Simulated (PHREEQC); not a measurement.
Brine (model solution)

Make-up at 5 °C: 3.8 mol/kgw CaCl2, 0.5 mol/kgw KCl and 0.00021 mol/kgw H4SiO4. Closed to the air; pH follows from the charge balance.

Computed with PHREEQC (Pitzer model, pitzer.dat).

Each row changes one thing in this solution. Precipitation was switched off in this run.

| case | pH | SI of Sylvite (KCl) | SI of SiO2(a) (SiO2) |
|---|---|---|---|
| as made | 5.09 | -0.21 | +0.35 |
| CaCl2 left out | 6.83 | -1.62 | -0.80 |
| temperature from 5 to 80 °C | 4.44 | -0.92 | -0.28 |
| CaCl2 replaced by HCl at the same molality | -1.38 | -0.42 | -0.63 |
| temperature from 5 to 30 °C | 4.84 | -0.49 | +0.10 |

Complexes and solids missing from the database can't appear. Some of these states are supersaturated (in SiO2(a), for instance). In brines, pH and single-ion activities rest on the MacInnes convention. Away from 25 °C the constants follow the database's enthalpies or fits; those with neither stay at their 25 °C values.
